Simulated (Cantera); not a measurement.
Gas mixture: 100 % O2, at 0.128 Torr, frozen composition.

Cantera's kinetic-theory transport with the Lennard-Jones parameters of GRI-Mech 3.0, ideal gas; thermal conductivity in the multicomponent form.

D: mixture-averaged diffusion coefficient of that species in the mixture.

```tsv
T (K)	ρ (kg/m³)	cp (J/kg/K)	μ (µPa s)	λ (mW/m/K)	Pr	D (cm²/s) H2O	D (cm²/s) NH3	D (cm²/s) H2
400	0.000164	941.4	___	33.9	0.712	2380	2300	7850
600	0.000109	1003	___	48.1	0.710	5080	4840	15500
800	8.18e-5	1055	___	61.5	0.710	8530	8070	25000
1000	6.54e-5	1090	___	73.7	0.709	12600	11900	36200
1200	5.45e-5	1114	___	84.9	0.708	17300	16300	49000
1400	4.67e-5	1134	___	95.6	0.708	22500	21100	63300
```

### Question
Some entries are withheld; supply them.

### Answer

- 400, μ (µPa s): 25.6
- 600, μ (µPa s): 34.1
- 800, μ (µPa s): 41.4
- 1000, μ (µPa s): 47.9
- 1200, μ (µPa s): 54.0
- 1400, μ (µPa s): 59.7
